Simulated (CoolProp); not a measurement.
Vapour-liquid equilibrium of isopentane (1) + toluene (2) at 362.7 K; x and y are mole fractions of (1).

The numbers come from the multi-fluid Helmholtz-energy mixture model, Lemmon 2006 and Lemmon 2006; pair parameters Bell 2016 in CoolProp.

```
x     bubble pressure, mixture model (MPa)  bubble pressure, Raoult's law (MPa)  y, mixture model  y, Raoult's law
----  ------------------------------------  -----------------------------------  ----------------  ---------------
0.05                               0.08533                              0.07946             0.395            0.360
0.2                                 0.1816                               0.1573             0.750            0.728
0.35                                0.2702                               0.2352             0.855            0.852
0.5                                 0.3468                               0.3131             0.905            0.915
0.65                                0.4135                               0.3910             0.937            0.952
0.8                                 0.4772                               0.4689             0.963            0.977
0.95                                0.5466                               0.5467             0.990            0.995
```

The largest gap from Raoult's law is +15.4 % in bubble pressure, at x = 0.2. No azeotrope shows between x = 0.05 and 0.95.

Pair parameters are fitted to limited data, so mixtures are less certain than the pure fluids.
